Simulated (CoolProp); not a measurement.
Vapour-liquid equilibrium of n-butane (1) + cyclohexane (2) at 352.2 K; x and y are mole fractions of (1).

Values from CoolProp's multi-fluid Helmholtz-energy mixture model, Bücker 2006 and Zhou 2014; pair parameters Bell 2016.

Give the bubble pressure and the first vapour's composition at x = 0.05, 0.2, 0.95. Is there an azeotrope?

x = 0.05: 1.277 bar, y = 0.275; x = 0.2: 2.406 bar, y = 0.666; x = 0.95: 9.377 bar, y = 0.992. No azeotrope shows between x = 0.05 and 0.95.

The pair parameters rest on a limited set of measurements; away from them the model extrapolates.
